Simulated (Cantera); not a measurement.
A perfectly stirred reactor is fed with 3.66 % H2, 96.3 % O2, at 0.0133 bar; it is held at 1450 K, and followed from long to short residence time.

Cantera simulation using GRI-Mech 3.0 (53 species, 325 reactions); the numbers are that mechanism's predictions, not measurements. Radical loss at walls, strong at low pressure, is not modelled. The temperature is held fixed by assumption; the heat of reaction is taken as removed at once.

One state of this run: x H2 = 0.000935; x O2 = 0.934; x HO2 = 1.23e-6; x H2O2 = 3.35e-8; x H = 0.00284. x: mole fraction; the columns are a selection and need not sum to one.

### Question
Which value of τ (s) does it belong to?
A) 0.11
B) 1.0
C) 0.012
D) 0.23

### Answer
C, 0.012
